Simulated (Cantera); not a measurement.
Input (Python, Cantera) and output of one run.

```python
import numpy as np
import cantera as ct

gas_names = [...]  # 114 gases of nasa_gas.yaml made of C, Fe, H, O
cond_names = """
    C(gr) C6H6(L) C7H8(L) C8H18(L),n-octa Fe(a) Fe(c) Fe(d) Fe(L) FeC5O5(L) FeO(s) FeO(L) Fe(OH)2(s)
    Fe(OH)3(s) Fe2O3(s) Fe3O4(s) H2O(s) H2O(L)
""".split()


# ... load() reads the species with a 1 bar reference pressure and builds the phases ...
atoms = {
    'Fe(CO)5': {'Fe': 1, 'C': 5, 'O': 5},
    'O2': {'O': 2},
    'H2': {'H': 2},
}
top_T = {'C(gr)': 4500, 'Fe2O3(s)': 1830, 'Fe3O4(s)': 1870}  # K; cautious upper limits of use, not melting points


# ... equilibrate(T, P, feed) seeds the gas with the atoms and calls Mixture.equilibrate('TP', solver="vcs", rtol=1e-11, max_steps=5000) ...
results = []
feed = {'Fe(CO)5': 1, 'O2': 0.032, 'H2': 13}  # mol
T = 1048.15  # K
P = 13332.2  # Pa
mix = equilibrate(T, P, feed)
results.append((T, P, feed, dict(zip(mix.species_names, mix.species_moles))))
x = sorted(zip(gas.X, gas.species_names), reverse=True)
print(f"T = {T:g} K  P = {P:g} Pa  gas = {mix.phase_moles(0):.4g} mol")
print("   x: " + "  ".join(f"{s} {v:.3e}" for v, s in x if v > 0.001))
print("   condensed (mol): " + ("  ".join(f"{mix.phase(i).name} {mix.phase_moles(i):.4g}"
      for i in range(1, mix.n_phases) if mix.phase_moles(i) > 1e-12) or "none"))
```

Result:

```
T = 1048.15 K  P = 13332.2 Pa  gas = 17.86 mol
   x: H2 7.150e-01  CO 2.738e-01  H2O 5.082e-03  CH4 3.807e-03  CO2 2.308e-03
   condensed (mol): Fe(a) 1
```

Method: chemical equilibrium by Gibbs-energy minimisation in Cantera with the NASA 1993 tables (ideal gas, pure condensed phases).
